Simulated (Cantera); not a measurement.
Standard-state values (1 bar) from the NASA 1993 polynomials, evaluated with Cantera. Values are per mole of reaction as written; species without (g) are pure solids or liquids, kept so even where they would boil at 1 bar.

Problem. Between 1750 and 2000 K, where is each reaction favourable under standard conditions?
- 4 Al + O₂(g) → 2 Al₂O(g)
- 0.6667 Cr + O₂(g) → 0.6667 CrO₃(g)
- Ta + O₂(g) → TaO₂(g)

Solution. 
- 4 Al + O₂(g) → 2 Al₂O(g): ΔG° is -530 kJ at 1750 K and -550 kJ at 2000 K; it stays negative (K > 1). ΔH° is -396 kJ and ΔS° 77 J/K at 2000 K.
- 0.6667 Cr + O₂(g) → 0.6667 CrO₃(g): ΔG° is -113 kJ at 1750 K and -99 kJ at 2000 K; it stays negative (K > 1). ΔH° is -208 kJ and ΔS° -54 J/K at 2000 K.
- Ta + O₂(g) → TaO₂(g): ΔG° is -247 kJ at 1750 K and -252 kJ at 2000 K; it stays negative (K > 1). ΔH° is -215 kJ and ΔS° 18 J/K at 2000 K.
